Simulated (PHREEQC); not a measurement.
Make-up at 80 °C: 83 mmol/kgw HF, 3.7 mmol/kgw NaF and 4.8 mmol/kgw H2SiF6. It is in equilibrium with CO2 at log p = -3.5 (atm). Otherwise closed; pH follows from the charge balance.

The numbers come from PHREEQC with the ion-association model, phreeqc.dat.

### Question
The ionic strength comes out as 0.0179 mol/kgw. What activity coefficients do H+, SiF6-2, F-, Na+, HF2- get?

### Answer
H+ 0.88, SiF6-2 0.56, F- 0.86, Na+ 0.86, HF2- 0.86.

No solid was allowed to form. Species that the database lacks are ignored. Away from 25 °C the constants follow the database's enthalpies or fits; those with neither stay at their 25 °C values. SiF6-2 is the database's only silicon fluoride.
